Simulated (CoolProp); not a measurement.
Saturation properties of R1123.

Values from CoolProp's reference Helmholtz-energy equation of state, Akasaka 2020.

```
T (K)  p (MPa)  liquid density (kg/m³)  vapour density (kg/m³)
-----  -------  ----------------------  ----------------------
208.1  0.08287                    1356                   4.057
215     0.1185                    1335                   5.669
222     0.1660                    1313                   7.775
229     0.2269                    1290                   10.44
236     0.3037                    1266                   13.78
243     0.3989                    1242                   17.89
250     0.5152                    1216                   22.92
256.9   0.6530                    1190                   28.93
263.9   0.8192                    1162                   36.28
270.9    1.015                    1133                   45.13
277.9    1.244                    1102                   55.80
284.9    1.509                    1069                   68.68
291.9    1.814                    1033                   84.34
```

It boils at 211.9 K under 1 atm.
